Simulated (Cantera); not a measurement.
**Equilibrium for aluminium nitride and oxide growth: AlCl3 + NH3 + H2**

A closed system holds: 1 mol AlCl3, a varied amount of NH3, 6.1 mol H2, held at 800 K and 100000 Pa.

Cantera equilibrium calculation (NASA polynomials, part measured and part estimated; ideal gas, pure solids and liquids). Candidate condensed phases: Al, AlCl3, AlN, NH4Cl; 20 gas species. Rates play no part.

```json
[
 {"n(NH3) (mol)": "0.47", "x H2": "0.812", "x N2": "0.0139", "x HCl": "0.0939", "x AlCl3": "0.0659", "x Al2Cl6": "0.0145", "n AlN(s)": "0.248"},
 {"n(NH3) (mol)": "0.73", "x H2": "0.800", "x N2": "0.0262", "x HCl": "0.101", "x AlCl3": "0.0604", "x Al2Cl6": "0.0122", "n AlN(s)": "0.284"},
 {"n(NH3) (mol)": "1.1", "x H2": "0.789", "x N2": "0.0421", "x HCl": "0.104", "x AlCl3": "0.0542", "x Al2Cl6": "0.00982", "n AlN(s)": "0.320"},
 {"n(NH3) (mol)": "1.8", "x H2": "0.775", "x N2": "0.0669", "x HCl": "0.105", "x AlCl3": "0.0453", "x Al2Cl6": "0.00687", "n AlN(s)": "0.373"},
 {"n(NH3) (mol)": "2.8", "x H2": "0.763", "x N2": "0.0934", "x HCl": "0.102", "x AlCl3": "0.0362", "x Al2Cl6": "0.00438", "n AlN(s)": "0.431"},
 {"n(NH3) (mol)": "4.4", "x H2": "0.752", "x N2": "0.122", "x HCl": "0.0958", "x AlCl3": "0.0265", "x Al2Cl6": "0.00234", "n AlN(s)": "0.506"},
 {"n(NH3) (mol)": "6.9", "x H2": "0.744", "x N2": "0.151", "x HCl": "0.0857", "x AlCl3": "0.0173", "x Al2Cl6": "0.00101", "n AlN(s)": "0.596"},
 {"n(NH3) (mol)": "11", "x H2": "0.740", "x N2": "0.177", "x HCl": "0.0723", "x AlCl3": "0.00968", "x Al2Cl6": "0.000313", "n AlN(s)": "0.700"},
 {"n(NH3) (mol)": "17", "x H2": "0.739", "x N2": "0.197", "x HCl": "0.0582", "x AlCl3": "0.00480", "x Al2Cl6": "7.70e-5", "n AlN(s)": "0.797"},
 {"n(NH3) (mol)": "26", "x H2": "0.740", "x N2": "0.212", "x HCl": "0.0445", "x AlCl3": "0.00207", "x Al2Cl6": "1.43e-5", "n AlN(s)": "0.876"},
 {"n(NH3) (mol)": "41", "x H2": "0.742", "x N2": "0.225", "x HCl": "0.0316", "x AlCl3": "0.000712", "x Al2Cl6": "1.69e-6", "n AlN(s)": "0.936"}
]
```
x: gas mole fraction; n: condensed amount in mol.

From 0.47 mol NH3 to 41 mol NH3 the condensed part is AlN(s). The main Al-bearing gas is AlCl3 throughout. The share of Al in condensed phases is highest at 41 mol NH3 (93.6 %) and lowest at 0.47 mol NH3 (24.8 %).
